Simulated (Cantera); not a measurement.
# Ignition delay

Mixture: 13.7 % CO, 19.2 % H₂, 0.811 % CH₄, 13.9 % O₂, 52.3 % N₂, at 1.00 atm, adiabatic and at constant pressure. Ignition delay is the time to a rise of 400 K.

Detailed kinetics in Cantera: GRI-Mech 3.0 (53 species, 325 reactions). Where the delays flatten at high temperature, the 400 K rule measures the pace of heat release, not the induction time.

```
T0 (K)  delay (ms)
------  ----------
1200        0.0606
1250        0.0470
1300        0.0380
1350        0.0317
1400        0.0273
1450        0.0241
1500        0.0218
1550        0.0201
1600        0.0190
```
